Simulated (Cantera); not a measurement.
Feed: 1 mol HCl, 0.025 mol O₂, equilibrated at 673.15 K and 11.0 bar.

These are equilibrium values from Cantera (NASA tables, ideal gas, pure condensed phases), not measurements of a reactor. Rates play no part.

```
species  before   after
-------  ------  ------
HCl       0.900   0.928
Cl₂      0.0500  0.0360
H₂O      0.0500  0.0360
```
Gas species are given as mole fractions.

Problem. Which change was made?
(A) temperature from 673.15 K to 3473.15 K
(B) temperature from 673.15 K to 2375 K
(C) O₂ from 0.025 to 0.063 mol
(D) O₂ from 0.025 to 0.018 mol

Solution. D, O₂ from 0.025 to 0.018 mol
